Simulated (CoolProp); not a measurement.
Vapour-liquid equilibrium of R125 (1) + R245fa (2) at 0.51 MPa; x and y are mole fractions of (1).

Model: multi-fluid Helmholtz-energy mixture model, Lemmon 2005 and Akasaka 2015; pair parameters Bell 2016, in CoolProp.

Task: Give the bubble temperature and the first vapour's composition at x = 0.35, 0.65, 0.85. Is there an azeotrope?

Result: x = 0.35: 21.3 °C, y = 0.805; x = 0.65: 4.2 °C, y = 0.940; x = 0.85: -3.5 °C, y = 0.980. No azeotrope shows between x = 0.05 and 0.95.

The pair parameters rest on a limited set of measurements; away from them the model extrapolates.
